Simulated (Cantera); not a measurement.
An isothermal, constant-pressure homogeneous reactor starts with CH4 : H2 = 0.014 : 1 (molar parts), at 2225 K and 0.0220 bar. Integrator tolerance rtol = 1e-08.

Cantera simulation using GRI-Mech 3.0 (53 species, 325 reactions); the numbers are that mechanism's predictions, not measurements. GRI-Mech 3.0 stops at C3 and has no aromatics, soot or wall deposition, so with more carbon than oxygen in the feed, carbon stays in small species such as C2H2 where larger ones or solid carbon would form. Radical loss at walls, strong at low pressure, is not modelled.

Problem. What does this change do: temperature 2225 to 1400 K?

Solution. 
```csv
quantity,before,after
x(CH4) at 30.0 s,7.57e-6 (gas-phase equilibrium 7.62e-6),0.0134 (gas-phase equilibrium 0.00402)
x(H2) at 30.0 s,0.950 (gas-phase equilibrium 0.950),0.986 (gas-phase equilibrium 0.991)
x(C2H6) at 30.0 s,1.35e-12 (gas-phase equilibrium 1.36e-12),1.39e-7 (gas-phase equilibrium 3.63e-8)
x(H) at 30.0 s,0.0429 (gas-phase equilibrium 0.0429),2.96e-5 (gas-phase equilibrium 3.29e-5)
x(C2H) at 30.0 s,1.11e-5 (gas-phase equilibrium 1.11e-5),6.09e-12 (gas-phase equilibrium 1.52e-10)
x(C2H2) at 30.0 s,0.00664 (gas-phase equilibrium 0.00664),0.000210 (gas-phase equilibrium 0.00474)
x(C2H4) at 30.0 s,3.01e-7 (gas-phase equilibrium 3.01e-7),6.61e-6 (gas-phase equilibrium 8.51e-5)
```
